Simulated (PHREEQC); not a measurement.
Consider water at 25 °C with 0.0012 mol HBr, 0.048 mol CaCl2 and 0.11 mol MnSO4 per kg of water. Closed to the air; pH follows from the charge balance.

Computed with PHREEQC (ion-association model with the Debye-Hückel limiting law, phreeqc.dat).

This is a speciation only: nothing precipitates in the calculation.

Task: What pH does the model give?

Result: pH 3.42.

Task: In which forms is Cl present?

Result: Cl- 99 %, MnCl+ 1.2 % of the Cl.
